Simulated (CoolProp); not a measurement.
n-octane along the isobar 1540 kPa: density (kg/m³) from the reference equation and from simpler models built on Tc = 568.7 K, pc = 2484 kPa, ω = 0.398; each cubic takes its own stable root.

Values from CoolProp's reference Helmholtz-energy equation of state, Beckmüller 2019.

```tsv
T (K)	phase	reference
541	gas	61.28
552.3	gas	56.08
563.6	gas	52.32
574.9	gas	49.38
586.1	gas	46.97
597.4	gas	44.91
608.7	gas	43.12
620	gas	41.54
```

How far does each simpler model (ideal gas, Redlich-Kwong, Soave-Redlich-Kwong) lie from the reference over these 8 states: mean and median of the absolute difference, and the worst?


- ideal gas: mean 25.4 %, median 24.3 %, worst -36.2 % at 541 K and 1540 kPa
- Redlich-Kwong: mean 2.1 %, median 1.2 %, worst -6.8 % at 541 K and 1540 kPa
- Soave-Redlich-Kwong: mean 2.2 %, median 1.8 %, worst -4.0 % at 541 K and 1540 kPa
